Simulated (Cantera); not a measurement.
# Equilibrium for iron carbonyl, mercury and lead vapours: Pb + H2 + N2

Input: 1 mol Pb, 1.3 mol H2, 84 mol N2, at 673.15 K and 1.00 bar.

Cantera equilibrium calculation (NASA polynomials, part measured and part estimated; ideal gas, pure solids and liquids). Candidate condensed phases: Pb; 11 gas species. Equilibrium is a limit: real reactors are often held back by kinetics, nucleation or transport.

```
Quantity       Result
----------  ---------
x(N2)           0.985
x(H2)          0.0152
x(NH3)        2.50e-5
n(Pb(l))     1.00 mol
gas amount  85.30 mol
```
